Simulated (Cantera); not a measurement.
Charge: 1 mol SiH4, 8.6 mol O2, 0.25 mol H2, equilibrated at 10000 Pa.

Equilibrium computed with Cantera from the NASA thermochemical tables; the gas is ideal and each condensed phase is pure. Candidate condensed phases: H2O, Si, SiO2; 18 gas species. The tables hold silica as quartz up to 1696 K and as liquid above; real silica turns to tridymite and cristobalite and melts near 1996 K. Gases not in the tables: Si(OH)4. Rates play no part. All values below are at 1550 K.

Base state: O2 0.742, H2O 0.258, OH 0.000467, O 2.13e-5 (mole fractions); condensed: SiO2(β-quartz).

### Question
What changes in the equilibrium state with this change: SiH4 replaced by SiCl4?

### Answer
```
species                before     after
-------------------  --------  --------
O2                      0.742     0.736
Cl2                         0     0.124
Cl                          0    0.0903
H2O                     0.258  0.000135
HCl                         0    0.0482
ClO                         0  0.000566
OH                   0.000467   1.07e-5
O                     2.13e-5   2.12e-5
SiO2(β-quartz), mol      1.00      1.00
```
